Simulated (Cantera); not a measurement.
# Hydrogen reduction and annealing atmospheres: Cu2O + H2 + N2

Feed: 1 mol Cu2O, 82 mol H2, 2.1 mol N2, at 0.000110 bar.

These are equilibrium values from Cantera (NASA tables, ideal gas, pure condensed phases), not measurements of a reactor. Candidate condensed phases: Cu, CuO, Cu(OH)2, Cu2O, H2O; 27 gas species. The numbers say what is thermodynamically allowed, not how fast it happens.

```json
[
 {"T (°C)": "675", "x H2": "0.963", "x H": "4.91e-8", "x N2": "0.0250", "x Cu": "1.57e-8", "x H2O": "0.0119", "x OH": "<1e-12", "x Cu2": "<1e-12", "n Cu(s)": "2.00"},
 {"T (°C)": "775", "x H2": "0.963", "x H": "7.23e-7", "x N2": "0.0250", "x Cu": "8.89e-7", "x H2O": "0.0119", "x OH": "2.81e-11", "x Cu2": "3.33e-12", "n Cu(s)": "2.00"},
 {"T (°C)": "875", "x H2": "0.963", "x H": "6.70e-6", "x N2": "0.0250", "x Cu": "2.47e-5", "x H2O": "0.0119", "x OH": "4.94e-10", "x Cu2": "3.74e-10", "n Cu(s)": "2.00"},
 {"T (°C)": "975", "x H2": "0.963", "x H": "4.37e-5", "x N2": "0.0250", "x Cu": "0.000401", "x H2O": "0.0119", "x OH": "5.51e-9", "x Cu2": "1.94e-8", "n Cu(s)": "1.97"},
 {"T (°C)": "1075", "x H2": "0.959", "x H": "0.000216", "x N2": "0.0249", "x Cu": "0.00426", "x H2O": "0.0118", "x OH": "4.29e-8", "x Cu2": "5.48e-7", "n Cu(s)": "1.64"},
 {"T (°C)": "1175", "x H2": "0.940", "x H": "0.000852", "x N2": "0.0244", "x Cu": "0.0232", "x H2O": "0.0116", "x OH": "2.50e-7", "x Cu2": "4.94e-6", "n Cu(s)": "0"},
 {"T (°C)": "1275", "x H2": "0.938", "x H": "0.00284", "x N2": "0.0244", "x Cu": "0.0232", "x H2O": "0.0116", "x OH": "1.17e-6", "x Cu2": "1.74e-6", "n Cu(s)": "0"},
 {"T (°C)": "1375", "x H2": "0.933", "x H": "0.00820", "x N2": "0.0243", "x Cu": "0.0231", "x H2O": "0.0116", "x OH": "4.57e-6", "x Cu2": "6.92e-7", "n Cu(s)": "0"},
 {"T (°C)": "1475", "x H2": "0.920", "x H": "0.0209", "x N2": "0.0241", "x Cu": "0.0230", "x H2O": "0.0115", "x OH": "1.52e-5", "x Cu2": "3.03e-7", "n Cu(s)": "0"},
 {"T (°C)": "1575", "x H2": "0.894", "x H": "0.0478", "x N2": "0.0238", "x Cu": "0.0227", "x H2O": "0.0113", "x OH": "4.44e-5", "x Cu2": "1.43e-7", "n Cu(s)": "0"}
]
```
x: gas mole fraction; n: condensed amount in mol.

From 675 °C to 1075 °C the condensed part is Cu(s). From 1175 °C to 1575 °C nothing is condensed. The main Cu-bearing gas is Cu throughout.
